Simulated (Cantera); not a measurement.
A perfectly stirred reactor is fed with NH3 : N2 = 1 : 3.3 (molar parts), at 2670 Pa; it is held at 1600 K, and followed from long to short residence time.

Model: the gas-phase N/H chemistry of the illustrative SiF4/NH3 mechanism in the Surface Chemkin manual (1991), integrated in Cantera. Walls and surfaces, which speed up NH3 decomposition in real reactors, are not modelled.

What does this change do: pressure from 2670 Pa to 100000 Pa?


```
quantity                 before    after
---------------------  --------  -------
x(NH3) at τ = 0.960 s     0.228    0.203
x(H) at τ = 0.960 s     1.03e-6  3.25e-6
x(NH) at τ = 0.960 s    5.55e-7  2.53e-7
x(N2) at τ = 0.960 s      0.767    0.761
x(NH2) at τ = 0.960 s  0.000104  4.43e-5
x(NH3) at τ = 64.0 ms     0.232    0.230
x(H) at τ = 64.0 ms     1.41e-8  2.91e-7
x(NH) at τ = 64.0 ms    7.87e-8  1.82e-7
x(N2) at τ = 64.0 ms      0.767    0.767
x(NH2) at τ = 64.0 ms   3.47e-5  5.27e-5
```
